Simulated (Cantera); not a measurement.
A freely propagating, adiabatic, planar premixed flame of CO : H₂ : CH₄ : O₂ : N₂ : H₂O = 1 : 0.12 : 0.033 : 0.569 : 1.54 : 0.024 (molar parts), unburnt at 450 K and 100.0 Torr; mixture-averaged transport, grid criteria slope 0.08 and curve 0.16, no radiation.

Detailed kinetics in Cantera: GRI-Mech 3.0 (53 species, 325 reactions). Burning velocities carry a grid error of a few per cent, more on coarse grids.

Question: Predict: laminar burning velocity; thermal thickness; peak x(CH₂O); peak x(C₂H₆).

Answer: 
```
Item                        Result
------------------------  --------
laminar burning velocity  185 cm/s
thermal thickness          5.58 mm
peak x(CH₂O)               7.37e-5
peak x(C₂H₆)               9.96e-7
```
